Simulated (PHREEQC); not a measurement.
A solution holds 140 mmol/kgw NaOH, 110 mmol/kgw KCl and 110 mmol/kgw KBr, at 65 °C. Closed to the air; pH follows from the charge balance.

Model: ion-association model, wateq4f.dat, run in PHREEQC.

This is a speciation only: nothing precipitates in the calculation.

**Question.** What pH does the model give?

**Answer.** pH 11.88.

Constants without temperature data keep their 25 °C values here.
